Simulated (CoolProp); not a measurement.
Vapour-liquid equilibrium of ethane (1) + propylene (2) at -97.75 °C; x and y are mole fractions of (1).

Model: multi-fluid Helmholtz-energy mixture model, Bücker 2006 and Lemmon 2013; pair parameters Bell 2016, in CoolProp.

| x | bubble pressure, mixture model (kPa) | bubble pressure, Raoult's law (kPa) | y, mixture model | y, Raoult's law |
|---|---|---|---|---|
| 0.05 | [?] | 7.587 | 0.433 | 0.396 |
| 0.2 | 17.21 | 15.87 | 0.772 | 0.757 |
| 0.35 | [?] | 24.15 | [?] | 0.870 |
| 0.5 | [?] | 32.43 | [?] | 0.926 |
| 0.65 | [?] | 40.71 | 0.955 | 0.958 |
| 0.8 | 49.20 | 48.99 | [?] | 0.980 |
| 0.95 | 57.27 | 57.27 | [?] | 0.996 |

**Question.** Fill in the missing entries.

**Answer.** 
- 0.05, bubble pressure, mixture model (kPa): 8.112
- 0.35, bubble pressure, mixture model (kPa): 25.56
- 0.35, y, mixture model: 0.872
- 0.5, bubble pressure, mixture model (kPa): 33.51
- 0.5, y, mixture model: 0.923
- 0.65, bubble pressure, mixture model (kPa): 41.33
- 0.8, y, mixture model: 0.977
- 0.95, y, mixture model: 0.995

The largest gap from Raoult's law is +8.4 % in bubble pressure, at x = 0.2. No azeotrope shows between x = 0.05 and 0.95.

Pair parameters are fitted to limited data, so mixtures are less certain than the pure fluids.
